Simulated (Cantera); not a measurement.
An adiabatic, constant-pressure homogeneous reactor starts with CH4 : H2 : O2 : N2 = 1 : 1.1 : 2.63 : 9.88 (molar parts), at 1700 K and 1.00 atm.

Cantera simulation using GRI-Mech 3.0 (53 species, 325 reactions); the numbers are that mechanism's predictions, not measurements.

One state of this run: T (K) = 2821; x CH4 = <1e-12; x H2 = 0.0256; x O2 = 0.0228; x OH = 0.0258; x CO2 = 0.0321; x HCO = 4.70e-8. x: mole fraction; the columns are a selection and need not sum to one.

Which value of t (s) does it belong to?
A) 4.85e-5
B) 0.300
C) 4.00e-6
D) 1.39e-5

B, 0.300
